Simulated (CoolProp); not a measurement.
Vapour-liquid equilibrium of cis-2-butene (1) + acetone (2) at 350.1 K; x and y are mole fractions of (1).

Computed with CoolProp (multi-fluid Helmholtz-energy mixture model, Lemmon 2005 and Lemmon 2006; pair parameters Bell 2016).

```tsv
x	bubble pressure, mixture model (bar)	bubble pressure, Raoult's law (bar)	y, mixture model	y, Raoult's law
0.05	…	2.306	0.292	0.188
0.125	3.726	2.809	0.506	0.386
0.2	4.583	3.313	0.618	0.524
0.275	5.295	3.817	0.686	0.626
0.35	…	4.320	…	0.704
0.425	…	4.824	0.766	0.765
0.5	…	5.328	0.794	0.815
0.575	7.115	5.831	0.818	0.856
0.65	…	6.335	…	0.891
0.725	7.724	6.838	0.865	0.921
0.8	8.008	7.342	0.892	0.946
0.875	8.282	7.846	0.925	0.969
0.95	…	8.349	0.966	0.988
```

Problem. Fill in the missing entries.

Solution. 
- 0.05, bubble pressure, mixture model (bar): 2.719
- 0.35, bubble pressure, mixture model (bar): 5.880
- 0.35, y, mixture model: 0.732
- 0.425, bubble pressure, mixture model (bar): 6.362
- 0.5, bubble pressure, mixture model (bar): 6.766
- 0.65, bubble pressure, mixture model (bar): 7.429
- 0.65, y, mixture model: 0.841
- 0.95, bubble pressure, mixture model (bar): 8.536

The largest gap from Raoult's law is +38.7 % in bubble pressure, at x = 0.275. No azeotrope shows between x = 0.05 and 0.95.

Pair parameters are fitted to limited data, so mixtures are less certain than the pure fluids.
